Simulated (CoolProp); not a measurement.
n-pentane at 293.15 K and 0.0347 MPa flows at 13 m/s in a round tube of 6 mm bore and 0.25 µm roughness, fully developed (64/Re and Nu = 3.66 if laminar; Colebrook and Gnielinski if turbulent). Each further row changes one setting.

Computed with CoolProp (reference Helmholtz-energy equation of state, Thol 2019).

```
case             Reynolds number  Darcy friction factor  pressure drop (Pa/m)  heat-transfer coefficient (W/(m² K))  mass flow (kg/h)
---------------  ---------------  ---------------------  --------------------  ------------------------------------  ----------------
as stated                      ?                      ?                   432                                  85.8                 ?
velocity 26 m/s            24700                 0.0247                     ?                                   149              2.77
diameter 12 mm             24700                 0.0247                     ?                                  74.5              5.53
```

Q: Complete the blanks.

A: 
- as stated, Reynolds number: 12300
- as stated, Darcy friction factor: 0.0293
- as stated, mass flow (kg/h): 1.38
- velocity 26 m/s, pressure drop (Pa/m): 1450
- diameter 12 mm, pressure drop (Pa/m): 181

Viscosity comes from a separate model (Quiñones-Cisneros 2006), older than the equation that it now runs on, and unchecked against measurements. Thermal conductivity comes from a separate model (Vassiliou 2015).
